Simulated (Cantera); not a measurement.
# Equilibrium for aluminium nitride and oxide growth: AlCl₃ + N₂ + H₂

A closed system holds: 1 mol AlCl₃, 9.5 mol N₂, 1.2 mol H₂, held at 0.0560 bar.

Cantera equilibrium calculation (NASA polynomials, part measured and part estimated; ideal gas, pure solids and liquids). Candidate condensed phases: Al, AlCl₃, AlN, NH₄Cl; 20 gas species. The tables' values for AlCl₂ are old estimates; treat these amounts as uncertain. Kinetics and transport are ignored.

From 823 K to 1498 K the condensed part is AlN(s). The main Al-bearing gas is AlCl₃ throughout. The share of Al in condensed phases is highest at 823 K (21.5 %) and lowest at 1498 K (13.5 %).

```tsv
T (K)	log p N₂	log p H₂	log p AlCl₃	log p HCl	log p AlCl₂	n AlN(s)
823	-1.35	-2.38	-2.43	-2.51	-9.67	0.215
898	-1.35	-2.37	-2.42	-2.53	-8.54	0.206
973	-1.35	-2.36	-2.42	-2.55	-7.58	0.198
1048	-1.35	-2.36	-2.41	-2.56	-6.77	0.191
1123	-1.35	-2.36	-2.41	-2.57	-6.07	0.186
1198	-1.35	-2.35	-2.41	-2.58	-5.45	0.181
1273	-1.35	-2.35	-2.41	-2.60	-4.92	0.176
1348	-1.35	-2.35	-2.41	-2.60	-4.44	0.170
1423	-1.35	-2.34	-2.41	-2.61	-4.02	0.159
1498	-1.35	-2.34	-2.42	-2.63	-3.64	0.135
```
log p: log10 of the partial pressure in bar; n: condensed amount in mol.
